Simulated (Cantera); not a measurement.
Cantera run, input and output.

```python
import numpy as np
import cantera as ct

gas = ct.Solution("gri30.yaml")
gas.TPX = 348, 14000, {'CH4': 1, 'C2H6': 0.034, 'O2': 2.12, 'N2': 7.97, 'CO2': 0.2}
flame = ct.FreeFlame(gas, width=0.16)
flame.set_refine_criteria(ratio=3, slope=0.08, curve=0.16)
flame.transport_model = "mixture-averaged"
flame.solve(loglevel=0, auto=True)
z, T = flame.grid, flame.T
thick = (T[-1] - T[0]) / np.gradient(T, z).max()
show = ['CH4', 'C2H6', 'O2', 'C2H2', 'NO', 'OH']
print(f"laminar burning velocity  {flame.velocity[0] * 100:.3f} cm/s")
print(f"burnt temperature         {T[-1]:.1f} K")
print(f"thermal thickness         {thick * 1e3:.4f} mm")
print(f"grid points               {len(z)}")
z0 = z[flame.heat_release_rate.argmax()]
print(f"{'z/mm':>9s}{'T/K':>9s}{'u/(m/s)':>9s}" + "".join(f"{s:>11s}" for s in show))
rows = []
for k in (-3, -2, -1.5, -1, -0.5, -0.25, 0, 0.25, 0.5, 1, 2, 4, 8):
    zz = z0 + k * thick
    rows.append([k * thick, np.interp(zz, z, T), np.interp(zz, z, flame.velocity),
                 *(np.interp(zz, z, flame.X[gas.species_index(s)]) for s in show)])
    print(f"{rows[-1][0] * 1e3:9.3f}{rows[-1][1]:9.1f}{rows[-1][2]:9.3f}" + "".join(f"{x:11.3e}" for x in rows[-1][3:]))
```

It prints:

```
laminar burning velocity  68.097 cm/s
burnt temperature         2158.2 K
thermal thickness         2.3145 mm
grid points               157
     z/mm      T/K  u/(m/s)        CH4       C2H6         O2       C2H2         NO         OH
   -6.943    348.0    0.681  8.827e-02  3.001e-03  1.871e-01  3.224e-11  5.716e-12  6.769e-13
   -4.629    348.3    0.683  8.814e-02  2.998e-03  1.869e-01  1.193e-09  1.433e-10  1.450e-10
   -3.472    350.5    0.688  8.782e-02  2.992e-03  1.864e-01  1.707e-08  1.494e-09  1.132e-08
   -2.314    386.1    0.762  8.551e-02  2.963e-03  1.836e-01  5.445e-07  3.365e-08  1.982e-06
   -1.157    781.5    1.571  6.371e-02  2.724e-03  1.545e-01  1.660e-05  7.818e-07  4.495e-05
   -0.579   1205.3    2.453  3.609e-02  1.563e-03  1.141e-01  5.376e-05  2.026e-06  3.563e-04
    0.000   1590.7    3.269  9.275e-03  1.153e-04  6.671e-02  9.785e-05  4.311e-06  2.268e-03
    0.579   1740.2    3.581  8.209e-04  5.388e-07  3.895e-02  2.036e-05  7.136e-06  5.676e-03
    1.157   1770.9    3.634  3.838e-05  6.509e-10  2.907e-02  7.751e-07  8.888e-06  7.433e-03
    2.314   1794.8    3.666  8.196e-08  6.182e-15  2.418e-02  6.473e-10  1.038e-05  8.184e-03
    4.629   1823.4    3.712  1.655e-11  1.269e-20  2.225e-02  5.066e-14  1.196e-05  8.355e-03
    9.258   1863.2    3.782  6.592e-16  6.448e-26  2.087e-02  1.038e-18  1.466e-05  8.321e-03
   18.516   1919.3    3.881  1.329e-17 -6.636e-31  1.902e-02  1.419e-22  1.973e-05  8.082e-03
```

Model: GRI-Mech 3.0 (53 species, 325 reactions), integrated in Cantera. Burning velocities carry a grid error of a few per cent, more on coarse grids.
